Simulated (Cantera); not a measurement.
Feed: 1 mol Al(CH₃)₃, 23 mol N₂, 710 mol H₂, held at 1625 K and 23.0 mbar.

Cantera equilibrium calculation (NASA polynomials, part measured and part estimated; ideal gas, pure solids and liquids). Candidate condensed phases: Al, AlN, C, C₆H₆, C₇H₈, C₈H₁₈; 97 gas species. The feed counts by its element totals alone. Equilibrium is a limit: real reactors are often held back by kinetics, nucleation or transport.

Base state: H₂ 0.969, N₂ 0.0303, H 0.000458, HCN 0.000408, C₂H₂ (acetylene) 3.44e-5, CH₄ 3.17e-5, HNC 1.00e-5 (mole fractions); condensed: AlN(s) + C(graphite).

### Question
What changes in the equilibrium state with this change: Al(CH₃)₃ replaced by Al?

### Answer
```
species             before     after
----------------  --------  --------
H₂                   0.969     0.969
N₂                  0.0303    0.0307
H                 0.000458  0.000458
HCN               0.000408         0
C₂H₂ (acetylene)   3.44e-5         0
CH₄                3.17e-5         0
HNC                1.00e-5         0
AlN(s), mol          0.996     0.996
C(graphite), mol      2.62         0
```
